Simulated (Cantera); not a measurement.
An isothermal, constant-pressure homogeneous reactor starts with NH3 : H2 = 1 : 7.5 (molar parts), at 1725 K and 0.790 bar. Integrator tolerance rtol = 1e-08.

Computed with Cantera and the gas-phase N/H chemistry of the illustrative SiF4/NH3 mechanism in the Surface Chemkin manual (1991). Walls and surfaces, which speed up NH3 decomposition in real reactors, are not modelled.

```json
[
 {"quantity": "x(NH3) at 20.0 s", "before": "0.0134 (gas-phase equilibrium 5.68e-6)", "after": "9.52e-6 (gas-phase equilibrium 2.96e-6)"},
 {"quantity": "x(H2) at 20.0 s", "before": "0.940 (gas-phase equilibrium 0.947)", "after": "0.945 (gas-phase equilibrium 0.945)"},
 {"quantity": "x(N2) at 20.0 s", "before": "0.0466 (gas-phase equilibrium 0.0526)", "after": "0.0526 (gas-phase equilibrium 0.0526)"},
 {"quantity": "x(NH) at 20.0 s", "before": "8.41e-8 (gas-phase equilibrium 3.81e-11)", "after": "8.16e-9 (gas-phase equilibrium 2.54e-9)"},
 {"quantity": "x(H) at 20.0 s", "before": "0.000196 (gas-phase equilibrium 0.000205)", "after": "0.00293 (gas-phase equilibrium 0.00293)"}
]
```

Problem. Name the change that produced these shifts.
A. pressure from 0.790 bar to 0.0490 bar
B. pressure from 0.790 bar to 1.40 bar
C. temperature 1725 to 2075 K
D. temperature 1725 to 2275 K

Solution. C, temperature 1725 to 2075 K
